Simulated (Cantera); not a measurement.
Input: 1 mol Si, 0.81 mol F2, 20 mol N2, at 1277 °C and 32.0 mbar.

Cantera equilibrium calculation (NASA polynomials, part measured and part estimated; ideal gas, pure solids and liquids). Candidate condensed phases: Si, Si3N4; 16 gas species. The tables' values for SiF3, SiF2 are old estimates; treat these amounts as uncertain. Rates play no part.

Base state: N2 0.978, SiF4 0.0160, SiF3 0.00505, SiF2 0.000833 (mole fractions); condensed: Si3N4(s).

Task: What changes in the equilibrium state with this change: F2 from 0.81 to 0.59 mol?

Result: 
```json
[
 {"species": "N2", "before": "0.978", "after": "0.984"},
 {"species": "SiF4", "before": "0.0160", "after": "0.0115"},
 {"species": "SiF3", "before": "0.00505", "after": "0.00395"},
 {"species": "SiF2", "before": "0.000833", "after": "0.000706"},
 {"species": "Si3N4(s), mol", "before": "0.187", "after": "0.226"}
]
```

Task: What changes in the equilibrium state with this change: temperature from 1277 °C to 402 °C?

Result: 
| species | before | after |
|---|---|---|
| N2 | 0.978 | 0.980 |
| SiF4 | 0.0160 | 0.0202 |
| SiF3 | 0.00505 | <1e-9 |
| SiF2 | 0.000833 | <1e-9 |
| Si3N4(s), mol | 0.187 | 0.198 |
N2 is the only nitrogen source here; it is nearly inert below about 1500 K, so the nitride shown seldom forms there in practice.
